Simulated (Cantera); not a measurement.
**Equilibrium for boron, boron nitride and boron oxide: B + O2 + H2 + H2O**

A closed system holds: 1 mol B, 0.054 mol O2, 0.52 mol H2, 0.0022 mol H2O, held at 8800 Pa.

Method: chemical equilibrium by Gibbs-energy minimisation in Cantera with the NASA 1993 tables (ideal gas, pure condensed phases). Candidate condensed phases: B, B2O3, B3O3H3, H2O; 23 gas species. Mutual solubility and eutectic melting of coexisting phases are not modelled. The tables' values for BH2 are old estimates; treat these amounts as uncertain. Kinetics and transport are ignored.

```csv
T (K),log p H2,log p HBO,log p B2O2,log p B2O3,log p BO,log p HBO2,log p H,n B(s),n B2O3(l)
1425,-1.06,-3.35,-4.67,-5.37,-6.52,-5.03,-5.70,0.925,0.0346
1475,-1.06,-3.10,-4.23,-4.89,-6.02,-4.72,-5.42,0.924,0.0337
1525,-1.06,-2.86,-3.82,-4.45,-5.56,-4.44,-5.16,0.922,0.0320
1575,-1.07,-2.65,-3.43,-4.03,-5.12,-4.18,-4.92,0.920,0.0288
1625,-1.08,-2.45,-3.07,-3.64,-4.72,-3.93,-4.69,0.915,0.0231
1675,-1.10,-2.26,-2.74,-3.28,-4.33,-3.71,-4.48,0.907,0.0124
1725,-1.12,-2.14,-2.51,-3.07,-4.02,-3.59,-4.29,0.897,0
1775,-1.12,-2.11,-2.50,-3.18,-3.82,-3.67,-4.10,0.896,0
1825,-1.12,-2.09,-2.49,-3.29,-3.64,-3.76,-3.92,0.894,0
1875,-1.12,-2.07,-2.49,-3.40,-3.47,-3.84,-3.75,0.893,0
```
log p: log10 of the partial pressure in bar; n: condensed amount in mol.

From 1425 K to 1675 K the condensed part is B(s) + B2O3(l). From 1725 K to 1875 K the condensed part is B(s). The main B-bearing gas is B3O3H3 at 1425 K and HBO at 1875 K. The share of B in condensed phases is highest at 1425 K (99.4 %) and lowest at 1875 K (89.3 %).
